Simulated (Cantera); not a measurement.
An adiabatic, constant-pressure homogeneous reactor starts with CH4 : O2 : N2 = 1 : 1.54 : 6.15 (molar parts), at 1273 K and 1.00 atm. Integrator tolerance rtol = 1e-08.

Computed with Cantera and GRI-Mech 3.0 (53 species, 325 reactions).

Question: What does this change do: CH4 1 to 1.3 parts?

Answer: 
```tsv
quantity	before	after
time of steepest temperature rise	20.2 ms	23.4 ms
temperature at 0.300 s	2629 K	2465 K
equilibrium temperature	2629 K	2465 K
x(CH4) at 0.300 s	<1e-12 (gas-phase equilibrium <1e-12)	2.94e-12 (gas-phase equilibrium 3.33e-12)
x(O2) at 0.300 s	0.00196 (gas-phase equilibrium 0.00196)	5.18e-5 (gas-phase equilibrium 5.18e-5)
x(OH) at 0.300 s	0.00850 (gas-phase equilibrium 0.00850)	0.00198 (gas-phase equilibrium 0.00198)
x(CO) at 0.300 s	0.0662 (gas-phase equilibrium 0.0662)	0.104 (gas-phase equilibrium 0.104)
x(CH2CO) at 0.300 s	<1e-12 (gas-phase equilibrium <1e-12)	<1e-12 (gas-phase equilibrium <1e-12)
```
